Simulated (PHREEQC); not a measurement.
PHREEQC input (ion-association model, wateq4f.dat):

```
SOLUTION_SPECIES
  PO4-3 + 3H+ = H3PO4  # constants of phreeqc.dat
    -log_k 21.721
    -delta_h -10.1 kJ
PHASES
  Fix_H+
    H+ = H+
    -log_k 0
SOLUTION 1
  temp 25
  units mol/kgw
  pH 7 charge
  Cl 0.1
  Na 0.1
END
SELECTED_OUTPUT 1
  -reset false
  -pH true
  -pe true
  -ionic_strength true
  -water true
  -totals Cl Na P Pb
  -molalities H+ Cl- Na+ PO4-3 Pb+2 HPO4-2 H2PO4- NaHPO4- O2 OH-
    PbCl+ PbCl2 PbCl3- PbCl4-2 PbOH+ Pb(OH)2 Pb(OH)3- Pb2OH+3 Pb3(OH)4+2 Pb(OH)4-2
    H3PO4
  -equilibrium_phases Clpyromorphite Litharge Cotunnite Laurionite Hxypyromorphite
PRINT
  -reset false
USE solution 1
EQUILIBRIUM_PHASES 1
  Fix_H+ -4 HCl 10
    -force_equality true
  Clpyromorphite 0 0.05
  Litharge 0 0
  Cotunnite 0 0
  Laurionite 0 0
  Hxypyromorphite 0 0
  O2(g) -0.68 10
END
# ... the last block is repeated for the other 16 points of pH, with NaOH or the acid as the point needs
```

Selected output (columns that matter, 17 of 17 rows; pH added in front):

```
pH	mu	Cl	Na	P	Pb	m_H+	m_Cl-	m_Na+	m_Pb+2	m_HPO4-2	m_H2PO4-	m_OH-	m_PbCl+	Clpyromorphite
4	0.10013	0.10013	0.1	2.2266e-06	3.7109e-06	0.00012117	0.10012	0.1	1.4285e-06	2.8612e-09	2.1986e-06	1.3102e-10	2.0738e-06	0.049999
4.44	0.10005	0.10005	0.1	1.0393e-06	1.7322e-06	4.3991e-05	0.10005	0.1	6.6702e-07	3.6951e-09	1.0311e-06	3.6082e-10	9.6781e-07	0.05
4.88	0.10002	0.10002	0.1	4.8687e-07	8.1144e-07	1.5972e-05	0.10002	0.1	3.1245e-07	4.7478e-09	4.8105e-07	9.9375e-10	4.5326e-07	0.05
5.31	0.10001	0.10001	0.1	2.332e-07	3.8866e-07	5.9341e-06	0.10001	0.1	1.496e-07	6.0196e-09	2.2661e-07	2.6747e-09	2.17e-07	0.05
5.75	0.1	0.1	0.1	1.1111e-07	1.8518e-07	2.1545e-06	0.1	0.1	7.1185e-08	7.5356e-09	1.03e-07	7.3666e-09	1.0325e-07	0.05
6.19	0.1	0.1	0.1	5.4479e-08	9.0799e-08	7.8227e-07	0.1	0.1	3.4783e-08	9.0258e-09	4.4793e-08	2.0289e-08	5.0452e-08	0.05
6.62	0.1	0.1	0.1	2.8778e-08	4.7963e-08	2.9064e-07	0.1	0.1	1.8204e-08	9.8664e-09	1.8192e-08	5.461e-08	2.6404e-08	0.05
7.06	0.1	0.1	0.1	1.6484e-08	2.7473e-08	1.0552e-07	0.1	0.1	1.0165e-08	9.461e-09	6.3337e-09	1.5041e-07	1.4744e-08	0.05
7.5	0.1	0.1	0.1	1.0585e-08	1.7642e-08	3.8314e-08	0.1	0.1	6.1007e-09	8.0438e-09	1.9552e-09	4.1426e-07	8.849e-09	0.05
7.94	0.1	0.1	0.1	7.6765e-09	1.2794e-08	1.3911e-08	0.1	0.1	3.7368e-09	6.6108e-09	5.8341e-10	1.141e-06	5.4202e-09	0.05
8.38	0.1	0.1	0.1	6.511e-09	1.0852e-08	5.0507e-09	0.1	0.1	2.1804e-09	5.891e-09	1.8876e-10	3.1425e-06	3.1627e-09	0.05
8.81	0.10001	0.1	0.10001	6.7847e-09	1.1308e-08	1.8765e-09	0.1	0.10001	1.1619e-09	6.249e-09	7.4392e-11	8.4581e-06	1.6854e-09	0.05
9.25	0.10002	0.1	0.10002	8.9592e-09	1.4932e-08	6.8133e-10	0.1	0.10002	5.3379e-10	8.2965e-09	3.5859e-11	2.3296e-05	7.742e-10	0.05
9.69	0.10006	0.1	0.10006	1.5132e-08	2.5219e-08	2.4738e-10	0.1	0.10006	2.1251e-10	1.3986e-08	2.1945e-11	6.4165e-05	3.0818e-10	0.05
10.12	0.10017	0.1	0.10017	3.1817e-08	5.3028e-08	9.1916e-11	0.1	0.10017	7.5643e-11	2.9091e-08	1.6955e-11	0.00017272	1.0966e-10	0.05
10.56	0.10048	0.1	0.10048	8.6557e-08	1.4426e-07	3.3378e-11	0.1	0.10048	2.3063e-11	7.6671e-08	1.6212e-11	0.00047585	3.3403e-11	0.05
11	0.10131	0.1	0.10131	3.2169e-07	5.3615e-07	1.2124e-11	0.1	0.10131	6.0313e-12	2.621e-07	2.0081e-11	0.0013116	8.7129e-12	0.05
```

Species that the database lacks are ignored. H3PO4, which wateq4f.dat lacks, is added to it with the constant of phreeqc.dat. The database has no phosphate complexes of Pb. Later reviews don't keep the database's Pb(OH)4-2.
